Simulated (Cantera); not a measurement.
**Stirred combustor or abatement burner**

A perfectly stirred reactor is fed with H2 : O2 : N2 : H2O = 1 : 0.357 : 1.34 : 0.13 (molar parts), equivalence ratio 1.4, at 1.00 atm; it is adiabatic with a 523 K inlet, and is followed from long to short residence time, starting on the burning branch (τ in s: 0.08, 0.028, 0.0097, 0.0034, 0.0012, 0.00041, 0.00014, 5e-05, 1.7e-05).

Computed with Cantera and the H2/O2 subset of GRI-Mech 3.0, which has no nitrogen chemistry.

```json
[
 {"τ (s)": "0.080", "T (K)": "2335", "x H2": "0.114", "x O2": "0.000115", "x O": "7.87e-5", "x HO2": "7.05e-8", "x OH": "0.00257"},
 {"τ (s)": "0.028", "T (K)": "2320", "x H2": "0.114", "x O2": "0.000199", "x O": "0.000129", "x HO2": "1.29e-7", "x OH": "0.00324"},
 {"τ (s)": "0.0097", "T (K)": "2292", "x H2": "0.113", "x O2": "0.000404", "x O": "0.000260", "x HO2": "2.81e-7", "x OH": "0.00448"},
 {"τ (s)": "0.0034", "T (K)": "2242", "x H2": "0.113", "x O2": "0.000862", "x O": "0.000569", "x HO2": "6.21e-7", "x OH": "0.00632"},
 {"τ (s)": "0.0012", "T (K)": "2162", "x H2": "0.112", "x O2": "0.00181", "x O": "0.00122", "x HO2": "1.29e-6", "x OH": "0.00854"},
 {"τ (s)": "0.00041", "T (K)": "2040", "x H2": "0.110", "x O2": "0.00362", "x O": "0.00244", "x HO2": "2.62e-6", "x OH": "0.0105"},
 {"τ (s)": "0.00014", "T (K)": "1876", "x H2": "0.109", "x O2": "0.00664", "x O": "0.00418", "x HO2": "5.20e-6", "x OH": "0.0112"},
 {"τ (s)": "5.0e-5", "T (K)": "1686", "x H2": "0.108", "x O2": "0.0115", "x O": "0.00584", "x HO2": "1.04e-5", "x OH": "0.00989"},
 {"τ (s)": "1.7e-5", "T (K)": "1454", "x H2": "0.127", "x O2": "0.0247", "x O": "0.00642", "x HO2": "2.79e-5", "x OH": "0.00651"}
]
```
x: mole fraction; the columns are a selection and need not sum to one.
